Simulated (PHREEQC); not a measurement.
Dissolve 0.014 mol HNO3, 0.0038 mol CaCl2 and 0.24 mol CuCl2 per kg of water at 25 °C. Closed to the air; pH follows from the charge balance.

Computed with PHREEQC (ion-association model, phreeqc.dat).

Precipitation was switched off in this run.

Q: What pH does the model give?

A: pH 1.98.

Q: In which forms is Cu present?

A: Cu+2 77 %, CuCl+ 21 %, CuCl2 1.7 % of the Cu.
